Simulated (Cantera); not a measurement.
Input: 1 mol NiS, 3.7 mol H₂, held at 1200 K and 10.0 mbar.

Method: chemical equilibrium by Gibbs-energy minimisation in Cantera with the NASA 1993 tables (ideal gas, pure condensed phases). Candidate condensed phases: Ni, NiS, NiS₂, Ni₃S₂, Ni₃S₄, S; 9 gas species. Gases not in the tables: S₃ to S₇. Kinetics and transport are ignored.

Base state: H₂ 0.912, H₂S 0.0862, S₂ 0.00180, SH 0.000148 (mole fractions); condensed: Ni₃S₂(l).

### Question
What changes in the equilibrium state with this change: NiS replaced by V₂O₅?

### Answer
```tsv
species	before	after
H₂O	0	0.541
H₂	0.912	0.459
H₂S	0.0862	0
S₂	0.00180	0
SH	0.000148	0
Ni₃S₂(l), mol	0.333	0
V₂O₃(s), mol	0	1.00
```
Condensed phases not in the tables: the oxides between V₂O₃ and V₂O₅ other than VO₂. Further candidate phases: H₂O, V, VO, V₂O₃, V₂O₄, V₂O₅.

### Question
What changes in the equilibrium state with this change: H₂ from 3.7 to 74 mol?

### Answer
| species | before | after |
|---|---|---|
| H₂ | 0.912 | 0.993 |
| H₂S | 0.0862 | 0.00701 |
| SH | 0.000148 | 1.15e-5 |
| S₂ | 0.00180 | 1.00e-5 |
| Ni₃S₂(l), mol | 0.333 | 0.239 |
| Ni(s), mol | 0 | 0.282 |
Metal and sulfide melt together well below either melting point, which pure phases cannot show. Mutual solubility and eutectic melting of coexisting phases are not modelled.
